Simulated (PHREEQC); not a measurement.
1 kg of water holding 0.059 mol/kgw Na2SO4, 0.49 mol/kgw NaCl and 0.026 mol/kgw Na2CO3 is evaporated at 20 °C; the solids stay in contact with the brine. CO2 is held at log p = -3.4 (atm). Solids allowed: Burkeite, Halite, Mirabilite, Nahcolite, Natron, Thenardite, Trona. Others were left out.

All values are PHREEQC results (Pitzer model, pitzer.dat), not measurements.

| water left (kg) | ionic strength | water activity | Halite (mol) |
|---|---|---|---|
| 0.9998 | 0.733 | 0.980 | 0 |
| 0.555 | ___ | ___ | 0 |
| 0.3081 | ___ | 0.936 | 0 |
| 0.2081 | 3.55 | ___ | 0 |
| 0.1156 | 6.41 | ___ | 0 |
| 0.06414 | 8.53 | 0.737 | 0.164 |
| 0.04332 | ___ | ___ | 0.277 |
| 0.02406 | 8.99 | 0.733 | 0.373 |
| 0.01338 | 8.99 | 0.733 | 0.425 |

Task: What belongs in the gaps?

Result: 
- 0.555, ionic strength: 1.32
- 0.555, water activity: 0.965
- 0.3081, ionic strength: 2.39
- 0.2081, water activity: 0.902
- 0.1156, water activity: 0.804
- 0.04332, ionic strength: 8.90
- 0.04332, water activity: 0.734
